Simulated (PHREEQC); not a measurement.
**Acid mine or pickling water**

Model water analysis in mg/L, 87 °C, pH 3.18, pe 12.3: Na 58.7; K 16; Ca 29.5; Mg 11.4; Cl 8.65; S(6) as SO4 408; Al 22.7.

Valence states are taken as typed.

Equilibrium calculation in PHREEQC: ion-association model, phreeqc.dat.

Precipitation was switched off in this run.

Problem. Estimate the ionic strength, charge-balance error.

Solution. ionic strength 0.0101 mol/kgw; charge-balance error 3.2 %.

Problem. In which forms is Al present?

Solution. AlSO4+ 72 %, Al+3 16 %, AlOH+2 5.4 %, Al(SO4)2- 4.7 %, Al(OH)2+ 2.0 % of the Al.

Species that the database lacks are ignored. Away from 25 °C the constants follow the database's enthalpies or fits; those with neither stay at their 25 °C values.
